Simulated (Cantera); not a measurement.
A Cantera script and what it prints.

```python
import numpy as np
import cantera as ct

gas_names = """
    H H2 N NH NH2 NH3 N2 N2H2 N2H4 Si SiH SiH2 SiH3 SiH4 SiN Si2 Si2N Si3
""".split()
cond_names = """
    Si(cr) Si(L) Si3N4(a)
""".split()


def load(file, names, dense=False):
    # The tables refer to 1 bar. Condensed volumes are neglected.
    table = {s.name: s for s in ct.Species.list_from_file(file)}
    out = []
    for n in names:
        d = dict(table[n].input_data)
        d["thermo"] = dict(d["thermo"], **{"reference-pressure": 1e5})
        if dense:
            d["equation-of-state"] = {"model": "constant-volume", "density": "1e6 g/cm^3"}
        out.append(ct.Species.from_dict(d))
    return out


gas = ct.Solution(thermo="ideal-gas", species=load("nasa_gas.yaml", gas_names))
cond = {s.name: ct.Solution(thermo="fixed-stoichiometry", species=[s], name=s.name)
        for s in load("nasa_condensed.yaml", cond_names, dense=True)}
atoms = {
    'Si2H6': {'Si': 2, 'H': 6},
    'N2': {'N': 2},
}
top_T = {'Si3N4(a)': 2400}  # K; cautious upper limits of use, not melting points


def equilibrate(T, P, feed):
    n = {}
    for name, mol in feed.items():
        for a, k in atoms[name].items():
            n[a] = n.get(a, 0.0) + k * mol
    gas.TPX = T, P, n
    mass = sum(n.values()) * gas.mean_molecular_weight
    gas.equilibrate("TP")
    valid = [c for c in cond.values() if c.min_temp <= T <= top_T.get(c.name, c.max_temp)]
    mix = ct.Mixture([(gas, mass / gas.mean_molecular_weight)] + [(c, 0.0) for c in valid])
    mix.T, mix.P = T, P
    mix.equilibrate("TP", solver="vcs", rtol=1e-11, max_steps=5000)
    return mix


results = []
feed = {'Si2H6': 1, 'N2': 14}  # mol
T = 973.15  # K
P = 101325  # Pa
mix = equilibrate(T, P, feed)
results.append((T, P, feed, dict(zip(mix.species_names, mix.species_moles))))
x = sorted(zip(gas.X, gas.species_names), reverse=True)
print(f"T = {T:g} K  P = {P:g} Pa  gas = {mix.phase_moles(0):.4g} mol")
print("   x: " + "  ".join(f"{s} {v:.3e}" for v, s in x if v > 1e-06))
print("   condensed (mol): " + ("  ".join(f"{mix.phase(i).name} {mix.phase_moles(i):.4g}"
      for i in range(1, mix.n_phases) if mix.phase_moles(i) > 1e-12) or "none"))
```

Output:

```
T = 973.15 K  P = 101325 Pa  gas = 15.67 mol
   x: N2 8.085e-01  H2 1.914e-01  NH3 5.333e-05
   condensed (mol): Si3N4(a) 0.6667
```

These are equilibrium values from Cantera (NASA tables, ideal gas, pure condensed phases), not measurements of a reactor. The feed counts by its element totals alone. N2 is the only nitrogen source here; it is nearly inert below about 1500 K, so the nitride shown seldom forms there in practice.
